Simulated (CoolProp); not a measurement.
The numbers come from the reference Helmholtz-energy equation of state, Lemmon 2006 in CoolProp. It is a short technical equation, of lower accuracy than the large ones.

Question: Give the vapour pressure (bar), liquid density (kg/m³), enthalpy of vaporisation (kJ/kg), surface tension (mN/m) of saturated CH3F (R41) at 178.1 K.

Answer: 
| T (K) | p (bar) | liquid density (kg/m³) | enthalpy of vaporisation (kJ/kg) | surface tension (mN/m) |
|---|---|---|---|---|
| 178.1 | 0.366 | 915 | 510 | 18.1 |

Surface tension comes from a separate correlation (Mulero 2012).
